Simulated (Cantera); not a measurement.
## Thermodynamics of silicon etching in halogen gases, feed Si + HCl + H2

Charge: 1 mol Si, 16 mol HCl, 28 mol H2, equilibrated at 1330 Pa.

Equilibrium computed with Cantera from the NASA thermochemical tables; the gas is ideal and each condensed phase is pure. Candidate condensed phases: Si; 19 gas species. The tables' values for SiCl3 are old estimates; treat these amounts as uncertain. Rates play no part.

```
T (°C)   x H2  x HCl   x SiCl4   x SiCl2   x SiCl3  x SiHCl3
------  -----  -----  --------  --------  --------  --------
202     0.698  0.279    0.0233    <1e-12    <1e-12   3.74e-8
352     0.698  0.279    0.0233    <1e-12  2.19e-10   2.81e-6
502     0.698  0.279    0.0232  1.57e-10   1.60e-7   3.76e-5
652     0.697  0.279    0.0230   3.04e-7   1.33e-5  0.000209
802     0.697  0.280    0.0222   6.56e-5  0.000303  0.000686
952     0.690  0.287    0.0168   0.00271   0.00240   0.00126
1102    0.670  0.307   0.00441    0.0142   0.00369  0.000614
1252    0.662  0.315  0.000543    0.0202   0.00192  0.000129
```
x: gas mole fraction; nothing condenses.

From 202 °C to 1252 °C nothing is condensed. The main Si-bearing gas is SiCl4 at 202 °C and SiCl2 at 1252 °C.
